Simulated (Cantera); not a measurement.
A closed system holds: 1 mol Si, 0.88 mol CO2, 2.8 mol N2, equilibrated at 1298 K and 0.580 bar.

These are equilibrium values from Cantera (NASA tables, ideal gas, pure condensed phases), not measurements of a reactor. Candidate condensed phases: C, Si, SiC, SiO2, Si2N2O, Si3N4; 34 gas species. N2 is the only nitrogen source here; it is nearly inert below about 1500 K, so the nitride shown seldom forms there in practice. Mutual solubility and eutectic melting of coexisting phases are not modelled. The tables hold silica as quartz up to 1696 K and as liquid above; real silica turns to tridymite and cristobalite and melts near 1996 K. Kinetics and transport are ignored.

Base state: N2 0.929, CO 0.0706, CO2 1.53e-5 (mole fractions); condensed: C(graphite) + SiO2(β-quartz) + Si2N2O(s).

### Question
What changes in the equilibrium state with this change: CO2 from 0.88 to 0.049 mol?

### Answer
| species | before | after |
|---|---|---|
| N2 | 0.929 | 1.000 |
| CO | 0.0706 | 2.14e-6 |
| CO2 | 1.53e-5 | <1e-9 |
| C(graphite), mol | 0.679 | 0.0490 |
| SiO2(β-quartz), mol | 0.706 | 0 |
| Si2N2O(s), mol | 0.147 | 0.0980 |
| Si3N4(s), mol | 0 | 0.268 |
